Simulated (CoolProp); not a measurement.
Computed with CoolProp (reference Helmholtz-energy equation of state, Lemmon 2013).

Task: Give the vapour pressure (MPa), liquid density (kg/m³), vapour density (kg/m³), liquid viscosity (µPa s) of saturated propylene at 197, 264.7, 315.4 K.

Result: 
| T (K) | p (MPa) | liquid density (kg/m³) | vapour density (kg/m³) | liquid viscosity (µPa s) |
|---|---|---|---|---|
| 197 | 0.0223 | 644 | 0.580 | 277 |
| 264.7 | 0.450 | 558 | 9.58 | 130 |
| 315.4 | 1.73 | 474 | 37.7 | 80.3 |

Viscosity comes from a separate model (Huber 2003), an estimate that may be off by 10 % or more.
